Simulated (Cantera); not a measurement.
Mixture: CH₃OH : O₂ : N₂ : CO₂ = 1 : 1.07 : 4.82 : 0.23 (molar parts), at 1.78 atm, adiabatic and at constant pressure. Ignition delay is the time to a rise of 400 K.

Model: GRI-Mech 3.0 (53 species, 325 reactions), integrated in Cantera. GRI-Mech 3.0 was tuned for natural gas; its chemistry of methanol as a main component is partial and can be far from experiment.

Problem. Predict: delay at 1200 K; delay at 1250 K; delay at 1300 K; delay at 1350 K; delay at 1400 K; delay at 1450 K; delay at 1500 K; apparent activation energy between 1400 and 1500 K.

Solution. 
* **delay at 1200 K**: 5.52 ms
* **delay at 1250 K**: 2.51 ms
* **delay at 1300 K**: 1.22 ms
* **delay at 1350 K**: 0.635 ms
* **delay at 1400 K**: 0.350 ms
* **delay at 1450 K**: 0.204 ms
* **delay at 1500 K**: 0.125 ms
* **apparent activation energy between 1400 and 1500 K**: 180 kJ/mol
